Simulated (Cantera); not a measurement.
## Catalytic combustion on Pt

An isothermal plug-flow reactor at 725 K and 1.30 bar (inlet), inlet velocity 0.8 m/s, active area per volume 250 1/m; feed CO : O₂ : N₂ = 0.022 : 0.16 : 0.79 (molar parts), equivalence ratio 0.069.

Computed with Cantera and Deutschmann's 1995 Pt surface mechanism with GRI-Mech 3.0 gas chemistry. Catalytic surfaces can have several steady states; this one follows from the mechanism file's or the stated starting coverage. Mass transfer to the wall is taken as infinitely fast.

| z (m) | x CO | x O₂ | x H₂O | x CO₂ | θ free Pt | θ O* | θ CO* |
|---|---|---|---|---|---|---|---|
| 0.00037 | 0.0218 | 0.164 | <1e-12 | 0.000856 | 0.0511 | 0.0241 | 0.925 |
| 0.0008 | 0.0207 | 0.164 | <1e-12 | 0.00192 | 0.0532 | 0.0261 | 0.921 |
| 0.0017 | 0.0182 | 0.163 | <1e-12 | 0.00450 | 0.0596 | 0.0330 | 0.907 |
| 0.0037 | 0.00861 | 0.159 | <1e-12 | 0.0142 | 0.0301 | 0.963 | 0.00729 |
| 0.008 | 0.00715 | 0.158 | <1e-12 | 0.0157 | 0.0174 | 0.981 | 0.00200 |
| 0.017 | 0.00583 | 0.158 | <1e-12 | 0.0170 | 0.0139 | 0.985 | 0.00103 |
| 0.037 | 0.00429 | 0.157 | <1e-12 | 0.0186 | 0.0117 | 0.988 | 0.000533 |
x: gas mole fraction; θ: surface coverage.
